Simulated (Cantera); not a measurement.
A perfectly stirred reactor is fed with H₂ : O₂ : N₂ = 1 : 0.909 : 5.45 (molar parts), equivalence ratio 0.55, at 760 Torr; it is adiabatic with a 375 K inlet, and is followed from long to short residence time, starting on the burning branch (τ in s: 0.023, 0.011, 0.0055, 0.0027, 0.0013, 0.00063, 0.00031, 0.00015, 7.2e-05, 3.5e-05, 1.7e-05, 8.3e-06, 4e-06).

Model: the H2/O2 subset of GRI-Mech 3.0, which has no nitrogen chemistry, integrated in Cantera.

Task: What does this change do: inlet temperature 375 to 575 K?

Result: 
```tsv
quantity	before	after
blow-out, bracketed by the residence times tried	burning at 0.150 ms, out at 72.0 µs	burning at 72.0 µs, out at 35.0 µs
x(H₂) at τ = 23.0 ms	0.000511	0.000480
x(O₂) at τ = 23.0 ms	0.0596	0.0593
x(O) at τ = 23.0 ms	0.000207	0.000305
x(H₂O) at τ = 23.0 ms	0.145	0.144
x(H₂O₂) at τ = 23.0 ms	6.47e-7	3.03e-7
x(H₂) at τ = 0.310 ms	0.00895	0.00699
x(O₂) at τ = 0.310 ms	0.0627	0.0609
x(O) at τ = 0.310 ms	0.00234	0.00376
x(H₂O) at τ = 0.310 ms	0.133	0.133
x(H₂O₂) at τ = 0.310 ms	4.26e-6	2.14e-6
```

Task: What does this change do: N2 5.45 to 3.7 parts?

Result: 
```json
[
 {"quantity": "blow-out, bracketed by the residence times tried", "before": "burning at 0.150 ms, out at 72.0 µs", "after": "burning at 35.0 µs, out at 17.0 µs"},
 {"quantity": "x(H₂) at τ = 23.0 ms", "before": "0.000511", "after": "0.000522"},
 {"quantity": "x(O₂) at τ = 23.0 ms", "before": "0.0596", "after": "0.0795"},
 {"quantity": "x(O) at τ = 23.0 ms", "before": "0.000207", "after": "0.000373"},
 {"quantity": "x(H₂O) at τ = 23.0 ms", "before": "0.145", "after": "0.194"},
 {"quantity": "x(H₂O₂) at τ = 23.0 ms", "before": "6.47e-7", "after": "2.49e-7"},
 {"quantity": "x(H₂) at τ = 0.310 ms", "before": "0.00895", "after": "0.00746"},
 {"quantity": "x(O₂) at τ = 0.310 ms", "before": "0.0627", "after": "0.0801"},
 {"quantity": "x(O) at τ = 0.310 ms", "before": "0.00234", "after": "0.00488"},
 {"quantity": "x(H₂O) at τ = 0.310 ms", "before": "0.133", "after": "0.180"},
 {"quantity": "x(H₂O₂) at τ = 0.310 ms", "before": "4.26e-6", "after": "1.74e-6"}
]
```
